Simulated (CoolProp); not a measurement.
The fluoroketone C6F12O (FK-5-1-12) at 293.15 K and 0.0168 MPa is throttled through a valve to 0.000517 MPa with no heat exchange. Each further row changes one setting.

The numbers come from the reference Helmholtz-energy equation of state, McLinden 2015 in CoolProp.

```tsv
case	final density (kg/m³)
as stated	(withheld)
outlet pressure 0.000155 MPa	(withheld)
outlet pressure 0.000672 MPa	(withheld)
```

Problem. What belongs in the gaps?

Solution. 
- as stated, final density (kg/m³): 0.0672
- outlet pressure 0.000155 MPa, final density (kg/m³): 0.0201
- outlet pressure 0.000672 MPa, final density (kg/m³): 0.0873
